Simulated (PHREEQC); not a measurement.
Consider water at 20 °C with 0.071 mol/kgw NaHSO4 and 0.026 mol/kgw NH3. Closed to the air; pH follows from the charge balance.

Equilibrium calculation in PHREEQC: ion-association model, phreeqc.dat.

No solid was allowed to form.

Q: Estimate the pH, ionic strength, specific conductance.

A: pH 1.78; ionic strength 0.149 mol/kgw; specific conductance 13400 µS/cm.

Q: In which forms is N present?

A: NH4+ 87 %, NH4SO4- 13 % of the N.

Complexes and solids missing from the database can't appear.
